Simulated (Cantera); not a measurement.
A counterflow diffusion flame at 1.01 bar, nozzles 20 mm apart: fuel side 39.8 % CO, 4.38 % H2, 55.8 % CH4 at 375 K, oxidiser side 27.0 % O2, 73.0 % N2 at 800 K, fuel mass flux 1.4 times the oxidiser's; mixture-averaged transport, no radiation.

Cantera simulation using GRI-Mech 3.0 (53 species, 325 reactions); the numbers are that mechanism's predictions, not measurements. GRI-Mech 3.0 has no aromatics or soot, which form on the fuel side of real flames. The maximum strain rate includes the flame's own expansion and is several times the mean.

x: mole fraction; the columns are a selection and need not sum to one.

```
oxidiser flux (kg/m²/s)  max strain (1/s)  mean strain (1/s)  T max (K)  peak x OH  peak x H  peak x NO  peak x CO  peak x C2H2
-----------------------  ----------------  -----------------  ---------  ---------  --------  ---------  ---------  -----------
0.61                                  597                134       2372     0.0167   0.00862   0.000534      0.398       0.0159
0.86                                  820                189       2350     0.0165   0.00901   0.000460      0.398       0.0154
1.2                                     …                263       2331     0.0162   0.00939          …      0.398       0.0148
1.7                                  1550                373       2316     0.0161   0.00983   0.000347      0.398       0.0143
2.4                                     …                527       2295     0.0157    0.0102          …      0.398       0.0136
3.4                                  2970                746       2272     0.0152    0.0104   0.000239      0.398       0.0127
4.7                                  4040               1030       2249     0.0147    0.0105   0.000191      0.398       0.0117
6.6                                  5560               1450       2218     0.0139    0.0105   0.000142      0.398       0.0103
```

Task: Some entries are withheld; supply them.

Result: 
- 1.2, max strain (1/s): 1120
- 1.2, peak x NO: 0.000400
- 2.4, max strain (1/s): 2140
- 2.4, peak x NO: 0.000292
